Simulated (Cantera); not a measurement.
Mixture: H₂ : O₂ : N₂ = 1 : 1.14 : 5.8 (molar parts), equivalence ratio 0.44, at 0.620 bar, adiabatic and at constant volume. Ignition delay is the time to a rise of 400 K.

Model: the H2/O2 subset of GRI-Mech 3.0, which has no nitrogen chemistry, integrated in Cantera. Where the delays flatten at high temperature, the 400 K rule measures the pace of heat release, not the induction time.

**Question.** What does this change do: pressure from 0.620 bar to 10.0 bar?

**Answer.** 
| quantity | before | after |
|---|---|---|
| delay at 1075 K | 0.209 ms | 2.48 ms |
| delay at 1150 K | 0.133 ms | 0.402 ms |
| delay at 1225 K | 96.9 µs | 28.4 µs |
| delay at 1300 K | 78.1 µs | 6.62 µs |
| delay at 1375 K | 68.6 µs | 3.67 µs |
| delay at 1450 K | 65.0 µs | 2.51 µs |
| delay at 1525 K | 65.4 µs | 1.89 µs |
The hydrogen kinetics of GRI-Mech 3.0 are dated; newer H2 mechanisms differ, most at raised pressure.
